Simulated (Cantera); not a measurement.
A closed system holds: 1 mol CH3F, 0.14 mol HCl, held at 320 Pa.

These are equilibrium values from Cantera (NASA tables, ideal gas, pure condensed phases), not measurements of a reactor. Candidate condensed phases: C, C6H6, C7H8, C8H18; 118 gas species. Kinetics and transport are ignored. All values below are at 2125 °C.

Base state: HF 0.425, H2 0.348, H 0.164, HCl 0.0445, Cl 0.0150, C2H2 (acetylene) 0.00241, F 0.000318, C2H 6.50e-5 (mole fractions); condensed: C(graphite).

### Question
What changes in the equilibrium state with this change: HCl from 0.14 to 0.29 mol?

### Answer
```json
[
 {"species": "HF", "before": "0.425", "after": "0.395"},
 {"species": "H2", "before": "0.348", "after": "0.328"},
 {"species": "H", "before": "0.164", "after": "0.160"},
 {"species": "HCl", "before": "0.0445", "after": "0.0851"},
 {"species": "Cl", "before": "0.0150", "after": "0.0295"},
 {"species": "C2H2 (acetylene)", "before": "0.00241", "after": "0.00227"},
 {"species": "F", "before": "0.000318", "after": "0.000304"},
 {"species": "C2H", "before": "6.50e-5", "after": "6.31e-5"},
 {"species": "C(graphite), mol", "before": "0.988", "after": "0.988"}
]
```
